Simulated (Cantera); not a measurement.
Input: 1 mol CH₃Cl, 2.6 mol F₂, 4.9 mol H₂, at 1475 K and 34.0 Pa.

Method: chemical equilibrium by Gibbs-energy minimisation in Cantera with the NASA 1993 tables (ideal gas, pure condensed phases). Candidate condensed phases: C, C₆H₆, C₇H₈, C₈H₁₈; 118 gas species. Equilibrium is a limit: real reactors are often held back by kinetics, nucleation or transport.

Base state: HF 0.547, H₂ 0.347, HCl 0.105, H 0.000414, Cl 0.000102 (mole fractions); condensed: C(graphite).

Question: What changes in the equilibrium state with this change: F₂ from 2.6 to 0.07 mol?

Answer: 
| species | before | after |
|---|---|---|
| H₂ | 0.347 | 0.836 |
| HCl | 0.105 | 0.143 |
| HF | 0.547 | 0.0201 |
| H | 0.000414 | 0.000643 |
| Cl | 0.000102 | 8.93e-5 |
| C(graphite), mol | 1.000 | 1.000 |
